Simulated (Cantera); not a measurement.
What does this Cantera script print?

```python
import numpy as np
import cantera as ct

gas_names = [...]  # 118 gases of nasa_gas.yaml made of C, Cl, F, H
cond_names = """
    C(gr) C6H6(L) C7H8(L) C8H18(L),n-octa
""".split()


# ... load() reads the species with a 1 bar reference pressure and builds the phases ...
atoms = {
    'c-C4F8': {'C': 4, 'F': 8},
    'H2': {'H': 2},
    'HCl': {'H': 1, 'CL': 1},
}
top_T = {'C(gr)': 4500}  # K; cautious upper limits of use, not melting points


# ... equilibrate(T, P, feed) seeds the gas with the atoms and calls Mixture.equilibrate('TP', solver="vcs", rtol=1e-11, max_steps=5000) ...
results = []
feed = {'c-C4F8': 1, 'H2': 0.16, 'HCl': 0.052}  # mol
T = 2298  # K
P = 6700  # Pa
mix = equilibrate(T, P, feed)
results.append((T, P, feed, dict(zip(mix.species_names, mix.species_moles))))
x = sorted(zip(gas.X, gas.species_names), reverse=True)
print(f"T = {T:g} K  P = {P:g} Pa  gas = {mix.phase_moles(0):.4g} mol")
print("   x: " + "  ".join(f"{s} {v:.3e}" for v, s in x if v > 0.001))
print("   condensed (mol): " + ("  ".join(f"{mix.phase(i).name} {mix.phase_moles(i):.4g}"
      for i in range(1, mix.n_phases) if mix.phase_moles(i) > 1e-12) or "none"))
```

It prints:

```
T = 2298 K  P = 6700 Pa  gas = 2.906 mol
   x: CF4 4.919e-01  CF2 2.563e-01  HF 1.280e-01  F 8.520e-02  CF3 1.925e-02  CL 1.771e-02  CF 1.410e-03
   condensed (mol): C(gr) 1.765
```

Cantera equilibrium calculation (NASA polynomials, part measured and part estimated; ideal gas, pure solids and liquids). The feed counts by its element totals alone. The tables' values for C2F4 are old estimates; treat these amounts as uncertain. Gases not in the tables: C2F6 and larger saturated fluorocarbons.
